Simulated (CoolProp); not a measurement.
Aqueous magnesium chloride as a coolant, at 3 °C, 1 atm.

Values from CoolProp's Melinder's fits for secondary coolants.

```csv
mass %,freezing point (°C),Prandtl number,density (kg/m³),cp (kJ/(kg K)),viscosity (mPa s)
1.1,-0.7,12.8,1010,4.131,(withheld)
4.1,-2.4,13.6,1035,3.933,1.93
7.1,-4.8,14.5,1062,3.749,2.14
10.1,-8.4,16.6,1089,3.573,2.53
13.1,-13.2,19.1,1116,3.406,3.02
16.1,-19.1,21.3,1144,3.249,3.47
19.1,-26.2,24.3,1172,(withheld),4.09
22,-35.4,37.1,1203,(withheld),6.39
25,-50.2,141,1240,2.847,24.5
```

Q: Complete the blanks.

A: 
- 1.1, viscosity (mPa s): 1.75
- 19.1, cp (kJ/(kg K)): 3.104
- 22, cp (kJ/(kg K)): 2.975
